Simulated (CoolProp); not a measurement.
A Linde-Hampson liquefier for normal hydrogen: isothermal reversible compression at 290 K from 1 atm to 30 MPa, throttling to 1 atm, return gas leaving the recuperator 10 K below the feed. Each further row changes one setting.

Model: reference Helmholtz-energy equation of state, Leachman 2009, in CoolProp.

| case | compression work (kJ/kg of gas) |
|---|---|
| as stated | 7030 |
| high pressure 60 MPa | 8090 |
| warm-end temperature 320 K | 7740 |
| warm-end gap 15 K | 7030 |
